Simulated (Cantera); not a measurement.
# Pyrogenic steam for wet oxidation

An isothermal, constant-pressure homogeneous reactor starts with 6.61 % H2, 7.78 % O2, 85.6 % N2, equivalence ratio 0.42, at 1350 K and 0.543 atm.

Computed with Cantera and the H2/O2 subset of GRI-Mech 3.0, which has no nitrogen chemistry. The temperature is held fixed by assumption; the heat of reaction is taken as removed at once.

```json
[
 {"t (s)": "0.000200", "x H2": "0.00490", "x O2": "0.0468", "x HO2": "1.16e-5", "x O": "0.00744", "x H2O": "0.0544", "x OH": "0.00285"},
 {"t (s)": "0.000479", "x H2": "0.00171", "x O2": "0.0460", "x HO2": "1.04e-5", "x O": "0.00217", "x H2O": "0.0645", "x OH": "0.00161"},
 {"t (s)": "0.00115", "x H2": "0.000308", "x O2": "0.0461", "x HO2": "5.79e-6", "x O": "0.000362", "x H2O": "0.0677", "x OH": "0.000650"},
 {"t (s)": "0.00275", "x H2": "4.68e-5", "x O2": "0.0462", "x HO2": "1.65e-6", "x O": "5.50e-5", "x H2O": "0.0682", "x OH": "0.000254"},
 {"t (s)": "0.00660", "x H2": "8.96e-6", "x O2": "0.0462", "x HO2": "4.03e-7", "x O": "1.12e-5", "x H2O": "0.0683", "x OH": "0.000116"},
 {"t (s)": "0.0158", "x H2": "2.30e-6", "x O2": "0.0463", "x HO2": "1.17e-7", "x O": "3.09e-6", "x H2O": "0.0684", "x OH": "6.08e-5"},
 {"t (s)": "0.0379", "x H2": "7.39e-7", "x O2": "0.0463", "x HO2": "4.15e-8", "x O": "1.03e-6", "x H2O": "0.0684", "x OH": "3.51e-5"},
 {"t (s)": "0.0909", "x H2": "2.79e-7", "x O2": "0.0463", "x HO2": "1.99e-8", "x O": "3.99e-7", "x H2O": "0.0684", "x OH": "2.18e-5"},
 {"t (s)": "0.218", "x H2": "1.32e-7", "x O2": "0.0463", "x HO2": "1.44e-8", "x O": "1.88e-7", "x H2O": "0.0684", "x OH": "1.49e-5"},
 {"t (s)": "0.522", "x H2": "9.21e-8", "x O2": "0.0463", "x HO2": "1.36e-8", "x O": "1.29e-7", "x H2O": "0.0684", "x OH": "1.24e-5"},
 {"t (s)": "1.25", "x H2": "8.81e-8", "x O2": "0.0463", "x HO2": "1.35e-8", "x O": "1.23e-7", "x H2O": "0.0684", "x OH": "1.21e-5"},
 {"t (s)": "3.00", "x H2": "8.81e-8", "x O2": "0.0463", "x HO2": "1.35e-8", "x O": "1.23e-7", "x H2O": "0.0684", "x OH": "1.21e-5"}
]
```
x: mole fraction; the columns are a selection and need not sum to one.

Equilibrium at this temperature and pressure: H2 8.81e-8, O2 0.0463, HO2 1.35e-8, O 1.23e-7, H2O 0.0684, OH 1.21e-5 (gas phase only).
